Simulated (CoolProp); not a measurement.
Properties of R13 at several states (Tc = 29.9 °C, pc = 3.973 MPa, ω = 0.175).

Model: reference Helmholtz-energy equation of state, Platzer 1990, in CoolProp. This equation is an older, rougher fit.

```csv
T (°C),p (MPa),phase,Z,Joule-Thomson coefficient (K/MPa),isothermal compressibility (1/MPa),conductivity (mW/(m K))
160.65,0.082,gas,0.9981,4.237,12.22,…
118.95,3.62,gas,0.8690,5.734,0.3188,…
17.85,0.0133,gas,0.9987,11.94,75.29,11.8
14.25,0.0791,gas,0.9919,…,12.75,11.6
```

Task: What belongs in the gaps?

Result: 
- 160.65, conductivity (mW/(m K)): 21.5
- 118.95, conductivity (mW/(m K)): 21.9
- 14.25, Joule-Thomson coefficient (K/MPa): 12.43

Thermal conductivity comes from a separate model (Huber 2003), an estimate that may be off by 10 % or more.
